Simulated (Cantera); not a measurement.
Input: 1 mol Si, a varied amount of HCl, 7.9 mol H₂, equilibrated at 600 K and 1.50 bar.

Equilibrium computed with Cantera from the NASA thermochemical tables; the gas is ideal and each condensed phase is pure. Candidate condensed phases: Si; 19 gas species. Kinetics and transport are ignored.

Task: Which condensed phases are stable at each of these points (n(HCl) (mol)): 0.58, 0.68, 0.8, 0.95, 1.1, 1.3, 1.6, 1.8, 2.2, 2.6, 3, 3.6, 4.2?

Result: 
| n(HCl) (mol) | condensed phases | Si condensed (%) |
|---|---|---|
| 0.58 | Si(s) | 82.7 |
| 0.68 | Si(s) | 79.8 |
| 0.8 | Si(s) | 76.4 |
| 0.95 | Si(s) | 72.0 |
| 1.1 | Si(s) | 67.8 |
| 1.3 | Si(s) | 62.0 |
| 1.6 | Si(s) | 53.5 |
| 1.8 | Si(s) | 47.9 |
| 2.2 | Si(s) | 36.6 |
| 2.6 | Si(s) | 25.3 |
| 3 | Si(s) | 14.1 |
| 3.6 | gas only | 0.0 |
| 4.2 | gas only | 0.0 |

From 0.58 mol HCl to 3 mol HCl the condensed part is Si(s). From 3.6 mol HCl to 4.2 mol HCl nothing is condensed.
